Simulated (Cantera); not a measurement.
A closed system holds: 1 mol V₂O₃, 5.2 mol H₂, 0.18 mol H₂O, held at 723.15 K and 0.900 Torr.

Cantera equilibrium calculation (NASA polynomials, part measured and part estimated; ideal gas, pure solids and liquids). Candidate condensed phases: H₂O, V, VO, V₂O₃, V₂O₄, V₂O₅; 12 gas species. Condensed phases not in the tables: the oxides between V₂O₃ and V₂O₅ other than VO₂. Kinetics and transport are ignored.

Base state: H₂ 0.967, H₂O 0.0335 (mole fractions); condensed: V₂O₃(s).

What changes in the equilibrium state with this change: temperature from 723.15 K to 1973 K?


```json
[
 {"species": "H₂", "before": "0.967", "after": "0.925"},
 {"species": "H", "before": "<1e-9", "after": "0.0375"},
 {"species": "H₂O", "before": "0.0335", "after": "0.0290"},
 {"species": "VO₂", "before": "<1e-9", "after": "0.00779"},
 {"species": "VO", "before": "<1e-9", "after": "0.000980"},
 {"species": "OH", "before": "<1e-9", "after": "0.000112"},
 {"species": "V", "before": "<1e-9", "after": "1.11e-5"},
 {"species": "V₂O₃(s), mol", "before": "1.00", "after": "0.976"}
]
```

What changes in the equilibrium state with this change: temperature from 723.15 K to 1925 K?


```json
[
 {"species": "H₂", "before": "0.967", "after": "0.938"},
 {"species": "H₂O", "before": "0.0335", "after": "0.0310"},
 {"species": "H", "before": "<1e-9", "after": "0.0267"},
 {"species": "VO₂", "before": "<1e-9", "after": "0.00396"},
 {"species": "VO", "before": "<1e-9", "after": "0.000403"},
 {"species": "OH", "before": "<1e-9", "after": "7.64e-5"},
 {"species": "V₂O₃(s), mol", "before": "1.00", "after": "0.988"}
]
```
